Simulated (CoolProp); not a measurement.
Values from CoolProp's reference Helmholtz-energy equation of state, Beckmüller 2019.

For n-octane, give the phase and the cp (kJ/(kg K)), viscosity (µPa s) at 243.95 °C and 0.0396 MPa; 106.35 °C and 0.0947 MPa.


- 243.95 °C and 0.0396 MPa: gas; cp 2.58, viscosity 9.76
- 106.35 °C and 0.0947 MPa: liquid; cp 2.56, viscosity 234

Viscosity comes from a separate model (Huber 2004).
